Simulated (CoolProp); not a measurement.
Vapour-liquid equilibrium of n-pentane (1) + benzene (2) at 0.0358 MPa; x and y are mole fractions of (1).

Model: multi-fluid Helmholtz-energy mixture model, Thol 2019 and Thol 2012; pair parameters Bell 2016, in CoolProp.

| x | bubble temperature (K) | y at the bubble point | dew temperature at overall composition x (K) | liquid density (mol/L) |
|---|---|---|---|---|
| 0.05 | 315.0 | 0.297 | 321.7 | 10.80 |
| 0.2 | 301.8 | 0.651 | 317.8 | 10.53 |
| 0.35 | 295.2 | 0.775 | 313.4 | 10.20 |
| 0.5 | 291.1 | 0.844 | 308.2 | 9.858 |
| 0.65 | 288.0 | 0.895 | 301.8 | 9.529 |
| 0.8 | 285.2 | 0.940 | 293.8 | 9.218 |
| 0.95 | 282.7 | 0.985 | 284.6 | 8.925 |

No azeotrope shows between x = 0.05 and 0.95.

The pair parameters rest on a limited set of measurements; away from them the model extrapolates.
